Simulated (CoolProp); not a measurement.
Carbonyl sulfide along the isobar 161 bar: Z from the reference equation and from simpler models built on Tc = 378.8 K, pc = 63.69 bar, ω = 0.098; each cubic takes its own stable root.

Computed with CoolProp (reference Helmholtz-energy equation of state, Lemmon 2006). It is a short technical equation, of lower accuracy than the large ones.

```json
[
 {"T (K)": "371.3", "phase": "liquid", "reference": "0.3730"},
 {"T (K)": "394.9", "phase": "supercritical", "reference": "0.3907"},
 {"T (K)": "418.5", "phase": "supercritical", "reference": "0.4268"},
 {"T (K)": "442.1", "phase": "supercritical", "reference": "0.4906"},
 {"T (K)": "465.7", "phase": "supercritical", "reference": "0.5730"},
 {"T (K)": "489.3", "phase": "supercritical", "reference": "0.6504"},
 {"T (K)": "512.9", "phase": "supercritical", "reference": "0.7140"},
 {"T (K)": "536.5", "phase": "supercritical", "reference": "0.7649"},
 {"T (K)": "560.1", "phase": "supercritical", "reference": "0.8059"},
 {"T (K)": "583.7", "phase": "supercritical", "reference": "0.8393"},
 {"T (K)": "607.2", "phase": "supercritical", "reference": "0.8667"}
]
```

Question: How far does each simpler model (van der Waals, Soave-Redlich-Kwong) lie from the reference over these 11 states: mean and median of the absolute difference, and the worst?

Answer: 
- van der Waals: mean 13.3 %, median 7.2 %, worst +38.2 % at 371.3 K and 161 bar
- Soave-Redlich-Kwong: mean 7.7 %, median 7.3 %, worst +12.7 % at 418.5 K and 161 bar
